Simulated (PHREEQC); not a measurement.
Dissolve 0.0034 mol HF, 0.0035 mol NH4HF2 and 0.0021 mol H2SO4 per kg of water at 70 °C. It is in equilibrium with CO2 at log p = -3.4 (atm). Otherwise closed; pH follows from the charge balance.

Computed with PHREEQC (ion-association model, wateq4f.dat).

Each row changes one thing in this solution. Precipitation was switched off in this run.

```json
[
 {"case": "as made", "pH": "2.78", "ionic strength (mol/kgw)": "0.00674", "HF (mol/kgw)": "0.00861", "F- (mol/kgw)": "0.00160", "SO4-2 (mol/kgw)": "0.00149", "HSO4- (mol/kgw)": "0.000561"},
 {"case": "temperature from 70 to 15 °C", "pH": "2.57", "ionic strength (mol/kgw)": "0.00812", "HF (mol/kgw)": "0.00743", "F- (mol/kgw)": "0.00243", "SO4-2 (mol/kgw)": "0.00176", "HSO4- (mol/kgw)": "0.000284"},
 {"case": "HF left out", "pH": "2.86", "ionic strength (mol/kgw)": "0.00651", "HF (mol/kgw)": "0.00565", "F- (mol/kgw)": "0.00126", "SO4-2 (mol/kgw)": "0.00156", "HSO4- (mol/kgw)": "0.000491"},
 {"case": "H2SO4 replaced by Li2SO4 at the same molality", "pH": "3.33", "ionic strength (mol/kgw)": "0.00998", "HF (mol/kgw)": "0.00606", "F- (mol/kgw)": "0.00409", "SO4-2 (mol/kgw)": "0.00184", "HSO4- (mol/kgw)": "0.000185"},
 {"case": "NH4HF2 left out", "pH": "2.48", "ionic strength (mol/kgw)": "0.00474", "HF (mol/kgw)": "0.00310", "F- (mol/kgw)": "0.000283", "SO4-2 (mol/kgw)": "0.00118", "HSO4- (mol/kgw)": "0.000923"},
 {"case": "temperature from 70 to 20 °C", "pH": "2.59", "ionic strength (mol/kgw)": "0.00800", "HF (mol/kgw)": "0.00757", "F- (mol/kgw)": "0.00235", "SO4-2 (mol/kgw)": "0.00175", "HSO4- (mol/kgw)": "0.000301"}
]
```

At this temperature some constants are extrapolated from 25 °C, and those without enthalpy data are left unchanged.
